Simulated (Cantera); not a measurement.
A closed system holds: 1 mol AlN, 1 mol I2, 0.019 mol O2, at 1250 K and 6.30 bar.

These are equilibrium values from Cantera (NASA tables, ideal gas, pure condensed phases), not measurements of a reactor. Candidate condensed phases: Al, AlI3, AlN, Al2O3, I2; 21 gas species. Mutual solubility and eutectic melting of coexisting phases are not modelled. Equilibrium is a limit: real reactors are often held back by kinetics, nucleation or transport.

Base state: AlI3 0.613, N2 0.322, I2 0.0356, I 0.0267, Al2I6 0.00285 (mole fractions); condensed: AlN(s) + Al2O3(s).

Question: What changes in the equilibrium state with this change: temperature from 1250 K to 1148.15 K?

Answer: 
```csv
species,before,after
AlI3,0.613,0.613
N2,0.322,0.325
I2,0.0356,0.0417
I,0.0267,0.0149
Al2I6,0.00285,0.00601
"AlN(s), mol",0.341,0.341
"Al2O3(s), mol",0.0127,0.0127
```
